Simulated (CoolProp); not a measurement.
Vapour-liquid equilibrium of R143a (1) + R134a (2) at 267 K; x and y are mole fractions of (1).

Values from CoolProp's multi-fluid Helmholtz-energy mixture model, Lemmon and Jacobsen 2000 and Tillner-Roth 1994; pair parameters Lemmon 2004.

```
x     bubble pressure, mixture model (MPa)  bubble pressure, Raoult's law (MPa)  y, mixture model  y, Raoult's law
----  ------------------------------------  -----------------------------------  ----------------  ---------------
0.05                                0.2463                               0.2468             0.097            0.103
0.15                                0.2731                               0.2744             0.264            0.278
0.25                                0.3001                               0.3020             0.403            0.422
0.35                                0.3273                               0.3297             0.520            0.541
0.45                                0.3547                               0.3573             0.621            0.641
0.55                                0.3822                               0.3849             0.708            0.728
0.65                                0.4100                               0.4126             0.786            0.802
0.75                                0.4380                               0.4402             0.855            0.868
0.85                                0.4662                               0.4679             0.917            0.925
0.95                                0.4949                               0.4955             0.973            0.976
```

The largest gap from Raoult's law is -0.7 % in bubble pressure, at x = 0.45. No azeotrope shows between x = 0.05 and 0.95.

Pair parameters are fitted to limited data, so mixtures are less certain than the pure fluids.
